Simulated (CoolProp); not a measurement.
A closed Brayton cycle with carbon dioxide: compressor inlet 311.15 K and 8.7 MPa, high pressure 26.8 MPa, turbine inlet 940 K, compressor efficiency 0.89, turbine efficiency 0.93, recuperator effectiveness 0.9 (on enthalpy, no pinch check). Each further row changes one setting.

Model: reference Helmholtz-energy equation of state, Span 1996, in CoolProp.

| case | thermal efficiency (%) | net work (kJ/kg) | compressor to turbine work | compressor exit (K) | turbine exit (K) |
|---|---|---|---|---|---|
| as stated | … | 142 | 0.19 | 359.1 | 789.9 |
| turbine inlet 890 K | 39.2 | 131 | 0.20 | 359.1 | 745.1 |
| compressor inlet 321.15 K | … | 123 | … | 405.8 | 789.9 |
| high pressure 22.8 MPa | … | 125 | … | 351.7 | 810.7 |
| recuperator effectiveness 0.5 | 25.5 | 142 | 0.19 | 359.1 | 789.9 |

### Question
Some entries are withheld; supply them.

### Answer

- as stated, thermal efficiency (%): 40.3
- compressor inlet 321.15 K, thermal efficiency (%): 39.7
- compressor inlet 321.15 K, compressor to turbine work: 0.29
- high pressure 22.8 MPa, thermal efficiency (%): 38.2
- high pressure 22.8 MPa, compressor to turbine work: 0.17
